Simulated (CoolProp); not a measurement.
Vapour-liquid equilibrium of R125 (1) + propylene (2) at 4.85 °C; x and y are mole fractions of (1).

The numbers come from the multi-fluid Helmholtz-energy mixture model, Lemmon 2005 and Lemmon 2013; pair parameters Bell 2016 in CoolProp.

```json
[
 {"x": "0.05", "bubble pressure (MPa)": "0.7296", "y at the bubble point": "0.110", "dew pressure at overall composition x (MPa)": "0.6983", "liquid density (mol/L)": "12.63"},
 {"x": "0.2", "bubble pressure (MPa)": "0.8404", "y at the bubble point": "0.311", "dew pressure at overall composition x (MPa)": "0.7790", "liquid density (mol/L)": "12.14"},
 {"x": "0.35", "bubble pressure (MPa)": "0.8963", "y at the bubble point": "0.431", "dew pressure at overall composition x (MPa)": "0.8604", "liquid density (mol/L)": "11.72"},
 {"x": "0.5", "bubble pressure (MPa)": "0.9201", "y at the bubble point": "0.527", "dew pressure at overall composition x (MPa)": "0.9159", "liquid density (mol/L)": "11.38"},
 {"x": "0.65", "bubble pressure (MPa)": "0.9191", "y at the bubble point": "0.622", "dew pressure at overall composition x (MPa)": "0.9145", "liquid density (mol/L)": "11.12"},
 {"x": "0.8", "bubble pressure (MPa)": "0.8892", "y at the bubble point": "0.741", "dew pressure at overall composition x (MPa)": "0.8670", "liquid density (mol/L)": "10.94"},
 {"x": "0.95", "bubble pressure (MPa)": "0.8167", "y at the bubble point": "0.917", "dew pressure at overall composition x (MPa)": "0.8018", "liquid density (mol/L)": "10.83"}
]
```

y crosses x between x = 0.5 and 0.65: the model has an azeotrope there.

The pair parameters rest on a limited set of measurements; away from them the model extrapolates.
